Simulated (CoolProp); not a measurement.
Values from CoolProp's reference Helmholtz-energy equation of state, de Vries 1995.

Give the vapour pressure (kPa), liquid cp (kJ/(kg K)), surface tension (mN/m), liquid viscosity (µPa s) of saturated R124 at 64.15, 71.45 °C.


| T (°C) | p (kPa) | liquid cp (kJ/(kg K)) | surface tension (mN/m) | liquid viscosity (µPa s) |
|---|---|---|---|---|
| 64.15 | 1100 | 1.27 | 5.21 | 155 |
| 71.45 | 1300 | 1.31 | 4.44 | 141 |

Viscosity comes from a separate model (Bell 2016), an estimate that may be off by 10 % or more. Surface tension comes from a separate correlation (Mulero 2012).
